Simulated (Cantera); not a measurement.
An adiabatic, constant-pressure homogeneous reactor starts with H₂ : O₂ : N₂ = 1 : 1.06 : 4 (molar parts), at 1325 K and 100000 Pa.

Cantera simulation using GRI-Mech 3.0 (53 species, 325 reactions); the numbers are that mechanism's predictions, not measurements.

One state of this run: T (K) = 2400; x H₂ = 0.00200; x O₂ = 0.0959; x O = 0.00271; x NO₂ = 1.64e-6; x HO₂ = 7.93e-6. x: mole fraction; the columns are a selection and need not sum to one.

### Question
Which value of t (s) does it belong to?
(A) 3.59e-6
(B) 1.29e-5
(C) 0.00774
(D) 4.64e-5

### Answer
C, 0.00774
